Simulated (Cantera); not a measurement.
A Cantera script and what it prints.

```python
import numpy as np
import cantera as ct

gas_names = [...]  # 110 gases of nasa_gas.yaml made of C, H, O
cond_names = """
    C(gr) C6H6(L) C7H8(L) C8H18(L),n-octa H2O(s) H2O(L)
""".split()


# ... load() reads the species with a 1 bar reference pressure and builds the phases ...
atoms = {
    'acetone': {'C': 3, 'H': 6, 'O': 1},
    'O2': {'O': 2},
}
top_T = {'C(gr)': 4500}  # K; cautious upper limits of use, not melting points


# ... equilibrate(T, P, feed) seeds the gas with the atoms and calls Mixture.equilibrate('TP', solver="vcs", rtol=1e-11, max_steps=5000) ...
results = []
feed = {'acetone': 1, 'O2': 1.6}  # mol
P = 1000  # Pa
for T in [2475, 2525, 2575, 2625, 2675, 2725, 2775, 2825, 2875]:
    mix = equilibrate(T, P, feed)
    results.append((T, P, feed, dict(zip(mix.species_names, mix.species_moles))))

top = {s: max(r[3][s] / sum(r[3][g] for g in gas_names) for r in results) for s in gas_names}
cols = sorted((s for s in top if top[s] > 0.0001), key=lambda s: -top[s])[:5]
seen = [c for c in cond_names if any(r[3].get(c, 0) > 1e-12 for r in results)]
print("log10 of partial pressures in bar; condensed amounts in mol")
print(f"{'T/K':>10s}" + "".join(f"{s[:9]:>10s}" for s in cols + seen))
for T, P, feed, n in results:
    ng = sum(n[g] for g in gas_names)
    print(f"{T:10.4g}" + "".join(f"{np.log10(max(n[s] / ng * P / 1e5, 1e-99)):10.3f}" for s in cols)
          + "".join(f"{n.get(c, 0):10.4g}" for c in seen))
```

It prints:

```
log10 of partial pressures in bar; condensed amounts in mol
       T/K        CO         H        H2       H2O         O
      2475    -2.366    -2.934    -2.573    -2.871    -4.470
      2525    -2.373    -2.851    -2.597    -2.898    -4.261
      2575    -2.381    -2.773    -2.624    -2.933    -4.065
      2625    -2.390    -2.700    -2.656    -2.980    -3.884
      2675    -2.401    -2.633    -2.691    -3.041    -3.720
      2725    -2.413    -2.571    -2.732    -3.118    -3.574
      2775    -2.425    -2.515    -2.779    -3.214    -3.447
      2825    -2.439    -2.466    -2.833    -3.329    -3.339
      2875    -2.452    -2.422    -2.893    -3.463    -3.250
```

Equilibrium computed with Cantera from the NASA thermochemical tables; the gas is ideal and each condensed phase is pure. The feed counts by its element totals alone.
